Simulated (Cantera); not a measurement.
An isothermal, constant-pressure homogeneous reactor starts with 20.4 % NO, 79.6 % N2, at 1873 K and 0.720 atm.

Model: GRI-Mech 3.0 (53 species, 325 reactions), integrated in Cantera.

One state of this run: x NO = 0.121; x O2 = 0.0414; x O = 5.81e-5; x N2 = 0.837; x N2O = 6.31e-6; x NO2 = 0.000101. x: mole fraction; the columns are a selection and need not sum to one.

### Question
Which value of t (s) does it belong to?
A) 3.56
B) 0.000112
C) 0.000632
D) 0.112

### Answer
A, 3.56
